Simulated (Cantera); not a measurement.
An isothermal, constant-pressure homogeneous reactor starts with H₂ : O₂ : N₂ = 1.7 : 1 : 4.1 (molar parts), equivalence ratio 0.85, at 925 K and 100.0 Torr. Integrator tolerance rtol = 1e-08.

Detailed kinetics in Cantera: GRI-Mech 3.0 (53 species, 325 reactions). Radical loss at walls, strong at low pressure, is not modelled. Below about 950 K walls govern HO2 and H2O2 in real vessels. The temperature is held fixed by assumption; the heat of reaction is taken as removed at once.

### Question
What does this change do: pressure from 100.0 Torr to 525 Torr?

### Answer
```
quantity                                            before                                     after
----------------  ----------------------------------------  ----------------------------------------
x(H₂) at 2.00 s   8.37e-5 (gas-phase equilibrium 3.88e-11)   0.0629 (gas-phase equilibrium 1.69e-11)
x(O₂) at 2.00 s      0.0252 (gas-phase equilibrium 0.0252)     0.0557 (gas-phase equilibrium 0.0252)
x(N₂O) at 2.00 s  7.40e-9 (gas-phase equilibrium 1.28e-10)  7.89e-9 (gas-phase equilibrium 2.92e-10)
x(H) at 2.00 s      1.38e-8 (gas-phase equilibrium <1e-12)    2.71e-7 (gas-phase equilibrium <1e-12)
x(NO) at 2.00 s    2.69e-7 (gas-phase equilibrium 4.18e-6)   4.80e-9 (gas-phase equilibrium 4.18e-6)
x(H₂O) at 2.00 s       0.286 (gas-phase equilibrium 0.286)       0.214 (gas-phase equilibrium 0.286)
x(OH) at 2.00 s    3.38e-7 (gas-phase equilibrium 3.90e-8)   5.29e-8 (gas-phase equilibrium 2.57e-8)
```

### Question
What does this change do: temperature 925 to 750 K?

### Answer
```
quantity                                            before                                    after
----------------  ----------------------------------------  ---------------------------------------
x(H₂) at 2.00 s   8.37e-5 (gas-phase equilibrium 3.88e-11)     0.250 (gas-phase equilibrium <1e-12)
x(O₂) at 2.00 s      0.0252 (gas-phase equilibrium 0.0252)     0.147 (gas-phase equilibrium 0.0252)
x(N₂O) at 2.00 s  7.40e-9 (gas-phase equilibrium 1.28e-10)  <1e-12 (gas-phase equilibrium 1.05e-11)
x(H) at 2.00 s      1.38e-8 (gas-phase equilibrium <1e-12)    <1e-12 (gas-phase equilibrium <1e-12)
x(NO) at 2.00 s    2.69e-7 (gas-phase equilibrium 4.18e-6)   <1e-12 (gas-phase equilibrium 2.61e-7)
x(H₂O) at 2.00 s       0.286 (gas-phase equilibrium 0.286)    1.50e-9 (gas-phase equilibrium 0.286)
x(OH) at 2.00 s    3.38e-7 (gas-phase equilibrium 3.90e-8)  <1e-12 (gas-phase equilibrium 2.84e-10)
```
